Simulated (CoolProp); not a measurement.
Model: reference Helmholtz-energy equation of state, Thol 2015, in CoolProp.

For octamethylcyclotetrasiloxane (D4), give the phase and the Z, cp (kJ/(kg K)), speed of sound (m/s), isothermal compressibility (1/MPa) at 169.55 °C and 1.01 bar.


- 169.55 °C and 1.01 bar: liquid; Z 0.0105, cp 1.98, speed of sound 479, isothermal compressibility 0.00656
